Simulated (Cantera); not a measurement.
A diamond (100) surface in a fixed gas of H2 with x(CH4) = 0.0028, x(H) = 0.011, x(CH3) = 0.0015, at 1375 K; coverages are run to steady state.

Computed with Cantera and the Harris–Goodwin 1993 mechanism for the reconstructed diamond (100) surface.

One state of this run: growth (µm/h) = 3.51; θ c6HH = 0.343; θ c6H* = 0.0570; θ c6*H = 0.541; θ c6** = 0.0568; θ c6HM = 0.000220. θ: site fractions in the mechanism's names (c6HH fully hydrogenated, c6H* and c6*H radical sites, c6** diradical, c6HM methylated).

**Question.** Which value of P (Pa) does it belong to?
(A) 1300
(B) 8800
(C) 350
(D) 670

**Answer.** A, 1300
